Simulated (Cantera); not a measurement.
An isothermal, constant-pressure homogeneous reactor starts with C2H6 : N2 = 1 : 100 (molar parts), at 1675 K and 0.00310 bar.

Detailed kinetics in Cantera: GRI-Mech 3.0 (53 species, 325 reactions). GRI-Mech 3.0 stops at C3 and has no aromatics, soot or wall deposition, so with more carbon than oxygen in the feed, carbon stays in small species such as C2H2 where larger ones or solid carbon would form. Radical loss at walls, strong at low pressure, is not modelled.

**Question.** Predict: x(C2H6) at 7.00 s; x(H2) at 7.00 s; x(C2H4) at 7.00 s; x(H) at 7.00 s; x(CH2) at 7.00 s; x(CH4) at 7.00 s.

**Answer.** 
```
Quantity                                               Value
-----------------  -----------------------------------------
x(C2H6) at 7.00 s     1.41e-9 (gas-phase equilibrium <1e-12)
x(H2) at 7.00 s        0.0191 (gas-phase equilibrium 0.0193)
x(C2H4) at 7.00 s    6.09e-7 (gas-phase equilibrium 3.46e-9)
x(H) at 7.00 s     0.000120 (gas-phase equilibrium 0.000292)
x(CH2) at 7.00 s    1.30e-7 (gas-phase equilibrium 1.91e-10)
x(CH4) at 7.00 s    0.000166 (gas-phase equilibrium 4.08e-8)
```
